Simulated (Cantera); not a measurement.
Input: 1 mol SiH2Cl2, 2 mol N2, 37 mol H2, at 100000 Pa.

These are equilibrium values from Cantera (NASA tables, ideal gas, pure condensed phases), not measurements of a reactor. Candidate condensed phases: NH4Cl, Si, Si3N4; 28 gas species. The tables' values for SiCl3 are old estimates; treat these amounts as uncertain. The numbers say what is thermodynamically allowed, not how fast it happens.

Q: At 1502 °C, list the 4 most abundant gas species with their mole fractions, and the condensed phases.

A: H2 0.918, HCl 0.0449, N2 0.0345, SiCl2 0.00215. Condensed: Si3N4(s).
